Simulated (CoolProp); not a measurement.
Vapour-liquid equilibrium of isobutene (1) + acetone (2) at 112.45 °C; x and y are mole fractions of (1).

Values from CoolProp's multi-fluid Helmholtz-energy mixture model, Lemmon 2005 and Lemmon 2006; pair parameters Bell 2016.

Give the bubble pressure and the first vapour's composition at x = 0.5, 0.8, 0.95. Is there an azeotrope?

x = 0.5: 1643 kPa, y = 0.761; x = 0.8: 2051 kPa, y = 0.884; x = 0.95: 2246 kPa, y = 0.966. No azeotrope shows between x = 0.05 and 0.95.

Pair parameters are fitted to limited data, so mixtures are less certain than the pure fluids.
